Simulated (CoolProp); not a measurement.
Vapour-liquid equilibrium of cyclohexane (1) + dimethyl carbonate (2) at 324 K; x and y are mole fractions of (1).

Values from CoolProp's multi-fluid Helmholtz-energy mixture model, Zhou 2014 and Zhou 2011; pair parameters Bell 2016.

**Question.** Give the bubble pressure and the first vapour's composition at x = 0.55, 0.65, 0.95. Is there an azeotrope?

**Answer.** x = 0.55: 0.04708 MPa, y = 0.623; x = 0.65: 0.04720 MPa, y = 0.642; x = 0.95: 0.04144 MPa, y = 0.864. y crosses x between x = 0.55 and 0.65: the model has an azeotrope there.

Pair parameters are fitted to limited data, so mixtures are less certain than the pure fluids. With so large a gap from Raoult's law the liquid may split in two, which this calculation doesn't test in full.
